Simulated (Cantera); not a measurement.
Input: 1 mol SiCl4, 0.34 mol H2, held at 525 K and 17.0 bar.

Equilibrium computed with Cantera from the NASA thermochemical tables; the gas is ideal and each condensed phase is pure. Candidate condensed phases: Si; 19 gas species. Equilibrium is a limit: real reactors are often held back by kinetics, nucleation or transport.

Base state: SiCl4 0.745, H2 0.253, HCl 0.000825, SiHCl3 0.000825 (mole fractions); condensed: gas only.

Task: What changes in the equilibrium state with this change: temperature from 525 K to 773 K?

Result: 
| species | before | after |
|---|---|---|
| SiCl4 | 0.745 | 0.736 |
| H2 | 0.253 | 0.243 |
| HCl | 0.000825 | 0.0106 |
| SiHCl3 | 0.000825 | 0.0106 |
| SiH2Cl2 | 3.49e-8 | 1.17e-5 |
